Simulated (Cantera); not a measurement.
What does this Cantera script print?

```python
import numpy as np
import cantera as ct

gas = ct.Solution("h2o2.yaml")
gas.TPX = 650, 66000, {'H2': 1, 'O2': 0.455, 'N2': 1.71, 'H2O': 0.28}
flame = ct.FreeFlame(gas, width=0.054)
flame.set_refine_criteria(ratio=3, slope=0.08, curve=0.16)
flame.transport_model = "mixture-averaged"
flame.solve(loglevel=0, auto=True)
z, T = flame.grid, flame.T
thick = (T[-1] - T[0]) / np.gradient(T, z).max()
show = ['H2', 'O2', 'H2O', 'O', 'HO2', 'OH']
print(f"laminar burning velocity  {flame.velocity[0] * 100:.3f} cm/s")
print(f"burnt temperature         {T[-1]:.1f} K")
print(f"thermal thickness         {thick * 1e3:.4f} mm")
print(f"grid points               {len(z)}")
z0 = z[flame.heat_release_rate.argmax()]
print(f"{'z/mm':>9s}{'T/K':>9s}{'u/(m/s)':>9s}" + "".join(f"{s:>11s}" for s in show))
rows = []
for k in (-3, -2, -1.5, -1, -0.5, -0.25, 0, 0.25, 0.5, 1, 2, 4, 8):
    zz = z0 + k * thick
    rows.append([k * thick, np.interp(zz, z, T), np.interp(zz, z, flame.velocity),
                 *(np.interp(zz, z, flame.X[gas.species_index(s)]) for s in show)])
    print(f"{rows[-1][0] * 1e3:9.3f}{rows[-1][1]:9.1f}{rows[-1][2]:9.3f}" + "".join(f"{x:11.3e}" for x in rows[-1][3:]))
```

Result:

```
laminar burning velocity  794.685 cm/s
burnt temperature         2422.4 K
thermal thickness         0.7996 mm
grid points               137
     z/mm      T/K  u/(m/s)         H2         O2        H2O          O        HO2         OH
   -2.399    650.0    7.947  2.903e-01  1.321e-01  8.128e-02  3.740e-17  7.239e-13  1.922e-18
   -1.599    650.0    7.947  2.903e-01  1.321e-01  8.128e-02  3.555e-14  4.337e-11  1.983e-15
   -1.199    650.0    7.947  2.903e-01  1.321e-01  8.128e-02  3.134e-12  1.822e-09  1.969e-13
   -0.800    650.0    7.947  2.903e-01  1.321e-01  8.128e-02  7.875e-10  2.336e-07  7.511e-11
   -0.400    656.0    8.002  2.883e-01  1.322e-01  8.177e-02  3.738e-06  1.445e-04  1.527e-05
   -0.200    794.5    9.532  2.650e-01  1.288e-01  9.521e-02  2.114e-04  2.002e-04  5.700e-04
    0.000   1203.1   13.971  1.671e-01  9.351e-02  1.754e-01  4.496e-03  7.816e-05  3.149e-03
    0.200   1506.0   17.236  7.839e-02  3.940e-02  2.733e-01  9.842e-03  2.746e-05  9.490e-03
    0.400   1647.1   18.705  6.176e-02  2.534e-02  2.989e-01  1.022e-02  1.562e-05  1.290e-02
    0.800   1794.8   20.181  6.002e-02  2.057e-02  3.109e-01  8.864e-03  1.074e-05  1.518e-02
    1.599   1946.4   21.641  5.816e-02  1.673e-02  3.236e-01  6.844e-03  7.315e-06  1.637e-02
    3.198   2090.0   22.978  5.423e-02  1.284e-02  3.379e-01  4.760e-03  4.730e-06  1.619e-02
    6.397   2216.0   24.115  4.893e-02  9.196e-03  3.524e-01  2.981e-03  2.948e-06  1.467e-02
```

Detailed kinetics in Cantera: the H2/O2 subset of GRI-Mech 3.0, which has no nitrogen chemistry. Burning velocities carry a grid error of a few per cent, more on coarse grids.
